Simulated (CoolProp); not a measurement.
Values from CoolProp's reference Helmholtz-energy equation of state, McLinden 2015.

**Question.** Give the vapour pressure (MPa), liquid density (kg/m³), liquid cp (kJ/(kg K)) of saturated the fluoroketone C6F12O (FK-5-1-12) at 347.4, 351.4 K.

**Answer.** 
| T (K) | p (MPa) | liquid density (kg/m³) | liquid cp (kJ/(kg K)) |
|---|---|---|---|
| 347.4 | 0.225 | 1440 | 1.15 |
| 351.4 | 0.252 | 1430 | 1.16 |
